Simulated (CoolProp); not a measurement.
Vapour-liquid equilibrium of carbon dioxide (1) + n-butane (2) at -41.75 °C; x and y are mole fractions of (1).

The numbers come from the multi-fluid Helmholtz-energy mixture model, Span 1996 and Bücker 2006; pair parameters Kunz 2012 in CoolProp.

```json
[
 {"x": "0.05", "bubble pressure, mixture model (bar)": "1.312", "bubble pressure, Raoult's law (bar)": "0.6155", "y, mixture model": "0.884", "y, Raoult's law": "0.765"},
 {"x": "0.15", "bubble pressure, mixture model (bar)": "3.428", "bubble pressure, Raoult's law (bar)": "1.542", "y, mixture model": "0.957", "y, Raoult's law": "0.916"},
 {"x": "0.25", "bubble pressure, mixture model (bar)": "5.039", "bubble pressure, Raoult's law (bar)": "2.468", "y, mixture model": "0.971", "y, Raoult's law": "0.954"},
 {"x": "0.35", "bubble pressure, mixture model (bar)": "6.111", "bubble pressure, Raoult's law (bar)": "3.394", "y, mixture model": "0.977", "y, Raoult's law": "0.971"},
 {"x": "0.45", "bubble pressure, mixture model (bar)": "6.772", "bubble pressure, Raoult's law (bar)": "4.320", "y, mixture model": "0.980", "y, Raoult's law": "0.981"},
 {"x": "0.55", "bubble pressure, mixture model (bar)": "7.194", "bubble pressure, Raoult's law (bar)": "5.246", "y, mixture model": "0.982", "y, Raoult's law": "0.987"},
 {"x": "0.65", "bubble pressure, mixture model (bar)": "7.525", "bubble pressure, Raoult's law (bar)": "6.172", "y, mixture model": "0.983", "y, Raoult's law": "0.991"},
 {"x": "0.75", "bubble pressure, mixture model (bar)": "7.876", "bubble pressure, Raoult's law (bar)": "7.098", "y, mixture model": "0.986", "y, Raoult's law": "0.995"},
 {"x": "0.85", "bubble pressure, mixture model (bar)": "8.332", "bubble pressure, Raoult's law (bar)": "8.024", "y, mixture model": "0.989", "y, Raoult's law": "0.997"},
 {"x": "0.95", "bubble pressure, mixture model (bar)": "8.980", "bubble pressure, Raoult's law (bar)": "8.950", "y, mixture model": "0.995", "y, Raoult's law": "0.999"}
]
```

The largest gap from Raoult's law is +122.3 % in bubble pressure, at x = 0.15. No azeotrope shows between x = 0.05 and 0.95.

The pair parameters rest on a limited set of measurements; away from them the model extrapolates. With so large a gap from Raoult's law the liquid may split in two, which this calculation doesn't test in full.
